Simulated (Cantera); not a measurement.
Input: 1 mol Si3N4, 4.3 mol HCl, at 1075 K and 100000 Pa.

Cantera equilibrium calculation (NASA polynomials, part measured and part estimated; ideal gas, pure solids and liquids). Candidate condensed phases: NH4Cl, Si, Si3N4; 28 gas species. The tables' values for SiCl3 are old estimates; treat these amounts as uncertain. Rates play no part.

Base state: HCl 0.376, H2 0.339, SiCl4 0.169, N2 0.114, SiHCl3 0.00189, SiCl3 0.000138, NH3 2.44e-5 (mole fractions); condensed: Si3N4(s).

Problem. What changes in the equilibrium state with this change: temperature from 1075 K to 2050 K?

Solution. 
```
species          before     after
-------------  --------  --------
N2                0.114     0.312
H2                0.339     0.264
SiCl2           1.80e-6     0.239
HCl               0.376     0.167
SiCl4             0.169   0.00101
SiCl3          0.000138    0.0150
SiCl              <1e-9  0.000590
H               8.55e-9   0.00116
Si                <1e-9   7.73e-5
Si3N4(s), mol     0.768    0.0378
Si(l), mol            0      1.30
```
Mutual solubility and eutectic melting of coexisting phases are not modelled. The tables' values for SiCl3, SiCl are old estimates; treat these amounts as uncertain. Gases not in the tables: Si2H6 and higher silanes.
